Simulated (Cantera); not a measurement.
Feed: 1 mol SiF4, 3.3 mol NH3, a varied amount of N2, at 0.420 bar.

Method: chemical equilibrium by Gibbs-energy minimisation in Cantera with the NASA 1993 tables (ideal gas, pure condensed phases). Candidate condensed phases: Si, Si3N4; 37 gas species. The tables' values for SiF2, SiF3 are old estimates. Equilibrium is a limit: real reactors are often held back by kinetics, nucleation or transport.

### Question
What condenses at these points (T in °C, n(N2) in mol): (1300, 1); (1450, 6.8); (850, 1.9); (700, 3.6); (775, 3.6)?

### Answer
| T (°C) | n(N2) in mol | condensed phases | Si condensed (%) |
|---|---|---|---|
| 1300 | 1 | gas only | 0.0 |
| 1450 | 6.8 | gas only | 0.0 |
| 850 | 1.9 | Si3N4 | 0.1 |
| 700 | 3.6 | Si3N4 | 0.1 |
| 775 | 3.6 | Si3N4 | 0.1 |
